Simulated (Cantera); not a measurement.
A closed system holds: 1 mol CF4, 5.1 mol H2, at 1330 Pa.

Equilibrium computed with Cantera from the NASA thermochemical tables; the gas is ideal and each condensed phase is pure. Candidate condensed phases: C, C6H6, C7H8, C8H18; 95 gas species. The numbers say what is thermodynamically allowed, not how fast it happens.

At 2475 °C, list the 5 most abundant gas species with their mole fractions, and the condensed phases.

HF 0.480, H 0.281, H2 0.228, C2H2 (acetylene) 0.00637, F 0.00222. Condensed: C(graphite).
